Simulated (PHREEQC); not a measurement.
# Acid rinse or clean (model solution)

A solution holds 0.064 mol HNO3, 0.0039 mol ZnSO4 and 5.1e-05 mol MnSO4 per kg of water, at 25 °C. Closed to the air; pH follows from the charge balance.

Model: ion-association model, phreeqc.dat, run in PHREEQC.

Each row changes one thing in this solution. No solid was allowed to form.

```csv
case,pH,ionic strength (mol/kgw),HSO4- (mol/kgw),SO4-2 (mol/kgw),Mn+2 (mol/kgw),MnSO4 (mol/kgw),SI of Pyrochroite (Mn(OH)2)
as made,1.29,0.0737,0.00273,0.00106,4.92e-5,1.64e-6,-17.29
ZnSO4 from 0.0039 to 0.039 mol/kgw,1.43,0.148,0.0178,0.0114,4.14e-5,9.46e-6,-17.18
HNO3 from 0.064 to 0.128 mol/kgw,0.99,?,0.00315,0.000729,4.96e-5,7.63e-7,-17.96
ZnSO4 left out,1.27,0.0641,3.75e-5,?,5.08e-5,?,-17.31
ZnSO4 from 0.0039 to 0.00195 mol/kgw,1.28,0.0690,0.00143,0.000533,4.99e-5,8.67e-7,-17.30
HNO3 from 0.064 to 0.032 mol/kgw,1.59,0.0423,0.00216,0.00149,4.79e-5,3.05e-6,-16.64
HNO3 from 0.064 to 0.64 mol/kgw,0.32,0.648,0.00363,0.000313,4.57e-5,9.37e-8,-19.56
```

Question: Some entries are withheld; supply them.

Answer: 
- HNO3 from 0.064 to 0.128 mol/kgw, ionic strength (mol/kgw): 0.137
- ZnSO4 left out, SO4-2 (mol/kgw): 1.34e-5
- ZnSO4 left out, MnSO4 (mol/kgw): 2.32e-8
